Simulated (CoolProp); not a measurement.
Computed with CoolProp (reference Helmholtz-energy equation of state, Lemmon 2006). It is a short technical equation, of lower accuracy than the large ones.

Give the vapour pressure (kPa), liquid density (kg/m³), vapour density (kg/m³) of saturated C2F6 (R116) at 245.4, 274.5 K.


```json
[
 {"T (K)": "245.4", "p (kPa)": "821", "liquid density (kg/m³)": "1350", "vapour density (kg/m³)": "69.2"},
 {"T (K)": "274.5", "p (kPa)": "1910", "liquid density (kg/m³)": "1120", "vapour density (kg/m³)": "186"}
]
```
